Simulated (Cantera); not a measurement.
Feed: 1 mol Fe₂O₃, 2.9 mol H₂, 5.9 mol H₂O, at 1427 °C.

These are equilibrium values from Cantera (NASA tables, ideal gas, pure condensed phases), not measurements of a reactor. Candidate condensed phases: Fe, FeO, Fe(OH)₂, Fe(OH)₃, Fe₂O₃, Fe₃O₄, H₂O; 12 gas species. The tables' stoichiometric FeO is somewhat more stable than real wüstite, so its field is too wide. FeO: taken at fixed stoichiometry. Equilibrium is a limit: real reactors are often held back by kinetics, nucleation or transport.

log p: log10 of the partial pressure in bar; n: condensed amount in mol.

```csv
P (Pa),log p H₂O,log p H₂,log p Fe,log p H,log p OH,log p FeO,n FeO(l)
10,-4.11,-4.69,-6.11,-6.18,-6.88,-7.60,1.93
100,___,___,-6.09,___,___,-7.60,1.99
1000,-2.11,-2.67,-6.09,-5.16,-5.89,-7.60,2.00
10000,___,___,-6.09,___,___,-7.60,2.00
100000,-0.11,-0.67,-6.09,-4.16,-4.89,-7.60,2.00
1000000,0.89,0.33,-6.09,-3.66,-4.39,-7.60,2.00
```

Some entries are withheld; supply them.


- 100, log p H₂O: -3.11
- 100, log p H₂: -3.67
- 100, log p H: -5.67
- 100, log p OH: -6.39
- 10000, log p H₂O: -1.11
- 10000, log p H₂: -1.67
- 10000, log p H: -4.66
- 10000, log p OH: -5.39
